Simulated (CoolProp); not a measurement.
Values from CoolProp's reference Helmholtz-energy equation of state, Zhou 2014.

### Question
For cyclohexane, give the phase and the density (kg/m³), Joule-Thomson coefficient (K/MPa), isothermal compressibility (1/MPa), expansivity (1/kK) at 563.5 K and 1430 kPa.

### Answer
- 563.5 K and 1430 kPa: gas; density 29.3, Joule-Thomson coefficient 6.72, isothermal compressibility 0.808, expansivity 2.70
